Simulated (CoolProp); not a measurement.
n-perfluorohexane at several states: Z from the reference equation and from simpler models built on Tc = 174.9 °C, pc = 1.742 MPa, ω = 0.497; each cubic takes its own stable root.

Model: reference Helmholtz-energy equation of state, Gao 2022, in CoolProp.

| T (°C) | p (MPa) | phase | reference |
|---|---|---|---|
| -14.25 | 0.34 | liquid | 0.02987 |
| 27.25 | 10.3 | liquid | 0.8143 |
| 92.85 | 0.0113 | gas | 0.9954 |

Task: How far does each simpler model (van der Waals, Peng-Robinson) lie from the reference over these 3 states: mean and median of the absolute difference, and the worst?

Result: 
- van der Waals: mean 48.7 %, median 65.8 %, worst +80.3 % at -14.25 °C and 0.34 MPa
- Peng-Robinson: mean 1.1 %, median 0.7 %, worst +2.7 % at -14.25 °C and 0.34 MPa
